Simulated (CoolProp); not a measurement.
Saturation properties of fluorine.

Computed with CoolProp (reference Helmholtz-energy equation of state, de Reuck 1990).

```csv
T (°C),p (kPa),liquid density (kg/m³),vapour density (kg/m³),enthalpy of vaporisation (kJ/kg),liquid cp (kJ/(kg K)),surface tension (mN/m)
-159.35,1135,1270,55.15,138.8,1.732,6.01
-156.25,1368,1240,66.66,133.5,1.787,5.28
-153.15,1634,1207,80.17,127.7,1.857,4.56
-150.15,1925,1174,95.55,121.6,1.946,3.89
-147.05,2263,1137,114.4,114.5,2.070,3.22
-143.95,2643,1096,137.1,106.6,2.247,2.57
-140.85,3066,1050,165.0,97.44,2.515,1.94
-137.75,3538,996.2,200.3,86.60,2.969,1.36
-134.75,4044,932.3,245.9,73.54,3.846,0.828
-131.65,4625,841.6,318.1,54.74,6.663,0.343
```

It boils at -188.1 °C under 1 atm.

Surface tension comes from a separate correlation (Mulero 2012).
